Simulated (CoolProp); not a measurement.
A simple Rankine cycle with p-xylene: condensing at 331.15 K, boiler at 0.361 MPa, turbine inlet 471.4 K, turbine efficiency 0.85, pump efficiency 0.7, no recuperator. Each further row changes one setting.

Model: reference Helmholtz-energy equation of state, Zhou 2012, in CoolProp.

```csv
case,thermal efficiency (%),net work (kJ/kg),heat in (kJ/kg),turbine exit temperature (K),volume ratio over the turbine
as stated,18.8,111,588,397.3,54.0
turbine inlet 491.4 K,18.6,117,627,418.0,53.6
condensing temperature 323.15 K,19.9,120,603,391.2,77.0
boiler pressure 0.253 MPa,17.4,103,593,405.2,37.2
turbine efficiency 0.75,16.6,97.7,588,405.6,55.2
```
